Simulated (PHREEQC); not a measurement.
A solution holds 0.0013 mol/kgw H2SO4 and 0.039 mol/kgw CaCl2, at 25 °C. Closed to the air; pH follows from the charge balance.

Model: ion-association model, phreeqc.dat, run in PHREEQC.

Precipitation was switched off in this run.

Q: Order these S species by the share of S that they hold, largest first: CaHSO4+, HSO4-, SO4-2, CaSO4.

A: SO4-2 (51 %), CaSO4 (44 %), HSO4- (4.6 %), CaHSO4+ (0.80 %)

The pH is 2.68 and the ionic strength 0.118 mol/kgw.
